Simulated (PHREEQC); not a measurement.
1 kg of water holding 0.52 mol/kgw NaCl, 0.02 mol/kgw Na2CO3, 0.11 mol/kgw Na2SO4 and 0.044 mol/kgw NaOH is evaporated at 20 °C; the solids stay in contact with the brine. CO2 from the air is kept out. The run lets Burkeite, Halite, Mirabilite, Nahcolite, Natron, Thenardite, Trona precipitate or redissolve, and no other solid.

Computed with PHREEQC (Pitzer model, pitzer.dat).

```json
[
 {"water left (kg)": "1", "ionic strength": "0.954", "water activity": "0.977", "Halite (mol)": "0", "Thenardite (mol)": "0", "Burkeite (mol)": "0", "C in solution (mol/kgw)": "0.0200"},
 {"water left (kg)": "0.5552", "ionic strength": "1.72", "water activity": "0.958", "Halite (mol)": "0", "Thenardite (mol)": "0", "Burkeite (mol)": "0", "C in solution (mol/kgw)": "0.0360"},
 {"water left (kg)": "0.3082", "ionic strength": "3.09", "water activity": "0.922", "Halite (mol)": "0", "Thenardite (mol)": "0", "Burkeite (mol)": "0", "C in solution (mol/kgw)": "0.0649"},
 {"water left (kg)": "0.1711", "ionic strength": "5.57", "water activity": "0.849", "Halite (mol)": "0", "Thenardite (mol)": "0", "Burkeite (mol)": "0", "C in solution (mol/kgw)": "0.117"},
 {"water left (kg)": "0.09502", "ionic strength": "8.27", "water activity": "0.733", "Halite (mol)": "0.0383", "Thenardite (mol)": "0.0434", "Burkeite (mol)": "0", "C in solution (mol/kgw)": "0.210"},
 {"water left (kg)": "0.05276", "ionic strength": "8.68", "water activity": "0.724", "Halite (mol)": "0.268", "Thenardite (mol)": "0.0760", "Burkeite (mol)": "0", "C in solution (mol/kgw)": "0.379"},
 {"water left (kg)": "0.0293", "ionic strength": "8.75", "water activity": "0.712", "Halite (mol)": "0.387", "Thenardite (mol)": "0.0727", "Burkeite (mol)": "0.0103", "C in solution (mol/kgw)": "0.332"},
 {"water left (kg)": "0.01627", "ionic strength": "8.82", "water activity": "0.687", "Halite (mol)": "0.453", "Thenardite (mol)": "0.0694", "Burkeite (mol)": "0.0166", "C in solution (mol/kgw)": "0.210"},
 {"water left (kg)": "0.00903", "ionic strength": "9.22", "water activity": "0.627", "Halite (mol)": "0.490", "Thenardite (mol)": "0.0691", "Burkeite (mol)": "0.0192", "C in solution (mol/kgw)": "0.0853"},
 {"water left (kg)": "0.005013", "ionic strength": "10.8", "water activity": "0.470", "Halite (mol)": "0.511", "Thenardite (mol)": "0.0698", "Burkeite (mol)": "0.0199", "C in solution (mol/kgw)": "0.0130"}
]
```

Thenardite from water left = 0.1156 kg (pH 13.51); Halite from water left = 0.09502 kg (pH 13.60); Burkeite from water left = 0.04335 kg (pH 14.03).
